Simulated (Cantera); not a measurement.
A closed system holds: 1 mol C2H6, 16 mol H2, held at 9.20 mbar.

Equilibrium computed with Cantera from the NASA thermochemical tables; the gas is ideal and each condensed phase is pure. Candidate condensed phases: C, C6H6, C7H8, C8H18; 76 gas species. Equilibrium is a limit: real reactors are often held back by kinetics, nucleation or transport.

x: gas mole fraction; n: condensed amount in mol.

```tsv
T (°C)	x H2	x H	x CH4	x C2H2 (acetylene)	x CH3	x C2H	x C4H2	n C(graphite)
652	0.998	2.71e-9	0.00208	1.27e-10	9.23e-11	<1e-12	<1e-12	1.96
752	0.999	4.54e-8	0.000675	2.21e-9	5.39e-10	<1e-12	<1e-12	1.99
852	1.000	4.63e-7	0.000265	2.30e-8	2.27e-9	<1e-12	<1e-12	1.99
952	1.000	3.25e-6	0.000121	1.62e-7	7.55e-9	<1e-12	<1e-12	2.00
1052	1.000	[?]	[?]	[?]	[?]	<1e-12	<1e-12	2.00
1152	1.000	7.11e-5	3.47e-5	3.52e-6	4.95e-8	<1e-12	4.71e-12	2.00
1252	1.000	0.000247	2.10e-5	1.21e-5	1.05e-7	6.54e-12	5.61e-11	2.00
1352	0.999	[?]	[?]	[?]	[?]	[?]	[?]	2.00
1452	0.998	0.00193	9.15e-6	9.20e-5	3.60e-7	1.12e-9	3.32e-9	2.00
1552	0.995	0.00458	6.46e-6	0.000214	6.00e-7	9.57e-9	1.82e-8	1.99
1652	0.990	0.00992	4.71e-6	0.000453	9.42e-7	6.52e-8	8.29e-8	1.98
1752	0.979	0.0199	3.51e-6	0.000886	1.40e-6	3.66e-7	3.23e-7	1.97
1852	0.961	0.0371	2.64e-6	0.00161	1.98e-6	1.74e-6	1.09e-6	1.94
```

Task: What belongs in the gaps?

Result: 
- 1352, x H: 0.000735
- 1352, x CH4: 1.35e-5
- 1352, x C2H2 (acetylene): 3.55e-5
- 1352, x CH3: 2.02e-7
- 1352, x C2H: 1.00e-10
- 1352, x C4H2: 4.90e-10
- 1052, x H: 1.70e-5
- 1052, x CH4: 6.18e-5
- 1052, x C2H2 (acetylene): 8.51e-7
- 1052, x CH3: 2.08e-8
